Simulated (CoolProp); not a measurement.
Saturation properties of R245ca.

Model: reference Helmholtz-energy equation of state, Zhou 2016, in CoolProp.

```
T (K)   p (MPa)  vapour density (kg/m³)  enthalpy of vaporisation (kJ/kg)  surface tension (mN/m)
-----  --------  ----------------------  --------------------------------  ----------------------
241.2  0.005659                  0.3798                             236.1                    23.8
268.3   0.02689                   1.639                             221.0                    20.2
295.5   0.09043                   5.116                             205.8                    16.7
322.6    0.2370                   12.76                             189.9                    13.1
349.8    0.5232                   27.54                             172.2                    9.70
376.9     1.014                   54.11                             151.5                    6.46
404.1     1.793                   102.5                             125.0                    3.49
431.2     2.964                   206.8                             83.64                    1.00
```

It boils at 298.4 K under 1 atm.

Surface tension comes from a separate correlation (Mulero 2012).
